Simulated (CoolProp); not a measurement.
Model: reference Helmholtz-energy equation of state, Guder 2009, in CoolProp.

### Question
For sulfur hexafluoride, give the phase and the cp (kJ/(kg K)), Prandtl number at 625 K and 2.61 MPa.

### Answer
- 625 K and 2.61 MPa: gas; cp 0.955, Prandtl number 0.717

Viscosity comes from a separate model (Quiñones-Cisneros 2012). Thermal conductivity comes from a separate model (Assael 2012).
